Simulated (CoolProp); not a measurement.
Vapour pressure (MPa) of R22: the reference equation beside estimates from Tc = 369.3 K, pc = 4.990 MPa, ω = 0.221. Clausius-Clapeyron is anchored at 252.1 K with a constant enthalpy of vaporisation of 19.09 kJ/mol.

Values from CoolProp's reference Helmholtz-energy equation of state, Kamei 1995.

| T (K) | reference | Clausius-Clapeyron | van der Waals | Redlich-Kwong | Soave-Redlich-Kwong | Peng-Robinson |
|---|---|---|---|---|---|---|
| 239.5 | 0.1401 | 0.1459 | 0.6696 | 0.2212 | 0.1392 | 0.1402 |
| 245.8 | 0.1830 | 0.1865 | 0.7696 | 0.2809 | … | 0.1828 |
| 252.1 | 0.2355 | 0.2355 | 0.8790 | 0.3518 | 0.2350 | 0.2349 |
| 258.4 | 0.2989 | 0.2941 | 0.9982 | 0.4348 | 0.2988 | 0.2978 |
| 264.6 | 0.3733 | 0.3622 | 1.125 | 0.5295 | 0.3738 | 0.3717 |
| 270.9 | 0.4625 | 0.4431 | 1.265 | 0.6400 | 0.4639 | 0.4603 |
| 277.2 | 0.5669 | 0.5372 | 1.415 | 0.7660 | 0.5695 | 0.5642 |
| 283.5 | 0.6881 | 0.6458 | 1.576 | 0.9084 | 0.6923 | 0.6850 |
| 289.7 | … | 0.7680 | 1.746 | 1.066 | 0.8316 | 0.8219 |
| 296 | 0.9847 | 0.9091 | 1.930 | 1.244 | 0.9934 | 0.9812 |
| 302.3 | 1.166 | 1.069 | 2.126 | … | 1.177 | 1.163 |
| 308.6 | 1.370 | 1.248 | 2.333 | 1.660 | 1.386 | 1.368 |
| 314.8 | 1.596 | 1.445 | 2.550 | 1.896 | 1.615 | 1.595 |

Question: Fill in the missing entries.

Answer: 
- 245.8, Soave-Redlich-Kwong: 0.1823
- 289.7, reference: 0.8254
- 302.3, Redlich-Kwong: 1.442

Absolute difference from the reference over all 13 rows, mean and median: Clausius-Clapeyron 5.2 and 5.2 %, van der Waals 175.3 and 149.6 %, Redlich-Kwong 36.4 and 35.1 %, Soave-Redlich-Kwong 0.6 and 0.6 %, Peng-Robinson 0.3 and 0.4 %.
